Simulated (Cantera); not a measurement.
A closed system holds: 1 mol SiF4, 0.028 mol C2H2, 1300 mol H2, held at 2475 K and 990 Pa.

Method: chemical equilibrium by Gibbs-energy minimisation in Cantera with the NASA 1993 tables (ideal gas, pure condensed phases). Candidate condensed phases: C, C6H6, C7H8, C8H18, Si, SiC; 113 gas species. The numbers say what is thermodynamically allowed, not how fast it happens.

Base state: H2 0.795, H 0.202, HF 0.00275, Si 0.000666, C2H2 (acetylene) 1.81e-5, SiH 1.62e-5 (mole fractions); condensed: gas only.

Task: What changes in the equilibrium state with this change: temperature from 2475 K to 998 K?

Result: 
```csv
species,before,after
H2,0.795,0.999
SiF4,<1e-9,0.000728
CH4,4.73e-8,4.30e-5
H,0.202,2.16e-8
HF,0.00275,4.12e-5
Si,0.000666,<1e-9
SiHF3,<1e-9,3.69e-5
```
